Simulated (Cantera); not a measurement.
**Pb + H2 + N2 + O2 (iron carbonyl, mercury and lead vapours)**

Input: 1 mol Pb, 3.6 mol H2, 0.21 mol N2, 0.00038 mol O2, equilibrated at 1.33 mbar.

Cantera equilibrium calculation (NASA polynomials, part measured and part estimated; ideal gas, pure solids and liquids). Candidate condensed phases: H2O, Pb, PbO, PbO2, Pb3O4; 27 gas species. Kinetics and transport are ignored.

From 450 K to 600 K the condensed part is Pb(s). From 675 K to 1125 K the condensed part is Pb(l). From 1200 K to 1275 K nothing is condensed.

| T (K) | log p H2 | log p Pb | log p N2 | log p NH3 | log p H2O | log p H | log p Pb2 | n Pb(s) | n Pb(l) |
|---|---|---|---|---|---|---|---|---|---|
| 450 | -2.90 | <-14 | -4.14 | -6.34 | -6.58 | <-14 | <-14 | 1.00 | 0 |
| 525 | -2.90 | -13.69 | -4.13 | -7.16 | -6.58 | <-14 | <-14 | 1.00 | 0 |
| 600 | -2.90 | -11.29 | -4.13 | -7.80 | -6.58 | <-14 | <-14 | 1.00 | 0 |
| 675 | -2.90 | -9.47 | -4.13 | -8.30 | -6.58 | <-14 | <-14 | 0 | 1.000 |
| 750 | -2.90 | -8.02 | -4.13 | -8.71 | -6.58 | -13.95 | <-14 | 0 | 1.000 |
| 825 | -2.90 | -6.84 | -4.13 | -9.05 | -6.58 | -12.55 | -13.73 | 0 | 1.000 |
| 900 | -2.90 | -5.86 | -4.13 | -9.33 | -6.58 | -11.38 | -12.09 | 0 | 0.996 |
| 975 | -2.90 | -5.04 | -4.14 | -9.58 | -6.58 | -10.39 | -10.71 | 0 | 0.974 |
| 1050 | -2.92 | -4.33 | -4.15 | -9.82 | -6.59 | -9.55 | -9.53 | 0 | 0.862 |
| 1125 | -2.97 | -3.72 | -4.20 | -10.11 | -6.64 | -8.84 | -8.51 | 0 | 0.370 |
| 1200 | -3.00 | -3.56 | -4.24 | -10.34 | -6.68 | -8.21 | -8.35 | 0 | 0 |
| 1275 | -3.00 | -3.56 | -4.24 | -10.48 | -6.68 | -7.63 | -8.51 | 0 | 0 |
log p: log10 of the partial pressure in bar; n: condensed amount in mol.
